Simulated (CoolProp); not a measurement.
A simple Rankine cycle with propylene: condensing at 291.15 K, boiler at 3.21 MPa, turbine inlet 385.3 K, turbine efficiency 0.8, pump efficiency 0.7, no recuperator. Each further row changes one setting.

The numbers come from the reference Helmholtz-energy equation of state, Lemmon 2013 in CoolProp.

```tsv
case	thermal efficiency (%)	net work (kJ/kg)	heat in (kJ/kg)	turbine exit temperature (K)	volume ratio over the turbine
as stated	[?]	49.5	472	331.8	3.35
turbine inlet 405.3 K	[?]	[?]	518	[?]	3.28
condensing temperature 283.15 K	12.0	[?]	[?]	323.7	4.12
boiler pressure 2.25 MPa	7.9	39.2	496	[?]	2.29
turbine efficiency 0.7	9.0	42.6	472	335.6	[?]
```

Problem. Fill in the missing entries.

Solution. 
- as stated, thermal efficiency (%): 10.5
- turbine inlet 405.3 K, thermal efficiency (%): 10.6
- turbine inlet 405.3 K, net work (kJ/kg): 55.2
- turbine inlet 405.3 K, turbine exit temperature (K): 353.9
- condensing temperature 283.15 K, net work (kJ/kg): 58.8
- condensing temperature 283.15 K, heat in (kJ/kg): 492
- boiler pressure 2.25 MPa, turbine exit temperature (K): 350.3
- turbine efficiency 0.7, volume ratio over the turbine: 3.40
